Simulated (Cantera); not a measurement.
Cantera run, input and output.

```python
import numpy as np
import cantera as ct

gas = ct.Solution("gri30.yaml")
gas.TPX = 1398, 160000, {'N2O': 1, 'H2O': 0.0082}
reactor = ct.IdealGasConstPressureReactor(gas, energy="off", clone=False)
net = ct.ReactorNet([reactor])
net.rtol, net.atol = 1e-08, 1e-18
show = ['N2O', 'H2O', 'N2', 'NO', 'OH']
times = np.geomspace(4e-05, 100, 15)

steps = ct.SolutionArray(gas, extra=["t"])
rows = []
print(f"{'t/s':>10s}{'T/K':>9s}{'P/Pa':>11s}" + "".join(f"{s:>11s}" for s in show))
for t in times:
    while net.time < t:
        t_next = net.step()
        steps.append(gas.state, t=t_next)
    rows.append([np.interp(t, steps.t, y) for y in (steps.T, steps.P, *steps(*show).X.T)])
    print(f"{t:10.3e}{rows[-1][0]:9.1f}{rows[-1][1]:11.4g}" + "".join(f"{x:11.3e}" for x in rows[-1][2:]))
rate = np.gradient(steps.T, steps.t)
print("integrator steps:", len(steps.t))
if steps.T.max() > steps.T[0] + 200:
    print(f"time of steepest temperature rise: {steps.t[rate.argmax()]:.4e} s")
gas.TPX = 1398, 160000, {'N2O': 1, 'H2O': 0.0082}
gas.equilibrate("TP")
print(f"equilibrium (TP): T = {gas.T:.1f} K  " + "  ".join(f"{s} {gas[s].X[0]:.3e}" for s in show))
```

It prints:

```
       t/s      T/K       P/Pa        N2O        H2O         N2         NO         OH
 4.000e-05   1398.0    1.6e+05  9.905e-01  8.124e-03  8.144e-04  1.696e-04  9.253e-06
 1.146e-04   1398.0    1.6e+05  9.879e-01  8.108e-03  2.374e-03  4.954e-04  2.071e-05
 3.281e-04   1398.0    1.6e+05  9.806e-01  8.081e-03  6.848e-03  1.382e-03  3.460e-05
 9.398e-04   1398.0    1.6e+05  9.599e-01  8.023e-03  1.944e-02  3.805e-03  4.313e-05
 2.692e-03   1398.0    1.6e+05  9.043e-01  7.870e-03  5.331e-02  1.032e-02  4.915e-05
 7.710e-03   1398.0    1.6e+05  7.695e-01  7.504e-03  1.356e-01  2.592e-02  5.138e-05
 2.208e-02   1398.0    1.6e+05  5.128e-01  6.810e-03  2.932e-01  5.379e-02  4.717e-05
 6.325e-02   1398.0    1.6e+05  2.077e-01  5.987e-03  4.836e-01  8.075e-02  3.559e-05
 1.811e-01   1398.0    1.6e+05  3.339e-02  5.522e-03  5.966e-01  8.791e-02  1.825e-05
 5.188e-01   1398.0    1.6e+05  5.373e-04  5.437e-03  6.188e-01  8.743e-02  7.187e-06
 1.486e+00   1398.0    1.6e+05  2.370e-06  5.436e-03  6.192e-01  8.737e-02  6.788e-06
 4.256e+00   1398.0    1.6e+05  2.357e-06  5.436e-03  6.193e-01  8.722e-02  6.789e-06
 1.219e+01   1398.0    1.6e+05  2.333e-06  5.436e-03  6.195e-01  8.677e-02  6.790e-06
 3.491e+01   1398.0    1.6e+05  2.268e-06  5.436e-03  6.201e-01  8.553e-02  6.794e-06
 1.000e+02   1398.0    1.6e+05  2.097e-06  5.436e-03  6.218e-01  8.216e-02  6.804e-06
integrator steps: 1560
equilibrium (TP): T = 1398.0 K  N2O 6.110e-08  H2O 5.433e-03  N2 6.626e-01  NO 8.292e-04  OH 7.030e-06
```

Detailed kinetics in Cantera: GRI-Mech 3.0 (53 species, 325 reactions). GRI-Mech 3.0 was tuned for natural gas; its chemistry of N2O as a main component is partial and can be far from experiment. The mechanism lacks the step 2 NO + O2 → 2 NO2, which can matter for NO2 below about 1400 K. The temperature is held fixed by assumption; the heat of reaction is taken as removed at once.
